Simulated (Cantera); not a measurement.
Feed: 1 mol SiH₂Cl₂, 2.8 mol HCl, 94 mol N₂, held at 1275 °C and 0.133 bar.

Equilibrium computed with Cantera from the NASA thermochemical tables; the gas is ideal and each condensed phase is pure. Candidate condensed phases: NH₄Cl, Si, Si₃N₄; 28 gas species. The tables' values for SiCl₃ are old estimates; treat these amounts as uncertain. Equilibrium is a limit: real reactors are often held back by kinetics, nucleation or transport.

Base state: N₂ 0.953, HCl 0.0331, H₂ 0.00780, SiCl₂ 0.00447, SiCl₃ 0.00113, SiCl₄ 0.000801, Cl 2.53e-5, SiHCl₃ 2.30e-5 (mole fractions); condensed: Si₃N₄(s).

Task: What changes in the equilibrium state with this change: HCl from 2.8 to 0.2 mol?

Result: 
```csv
species,before,after
N₂,0.953,0.977
HCl,0.0331,0.0161
H₂,0.00780,0.00345
SiCl₂,0.00447,0.00234
SiHCl₃,2.30e-5,5.86e-6
SiCl₄,0.000801,0.000224
SiCl₃,0.00113,0.000432
Cl,2.53e-5,1.84e-5
"Si₃N₄(s), mol",0.123,0.238
```
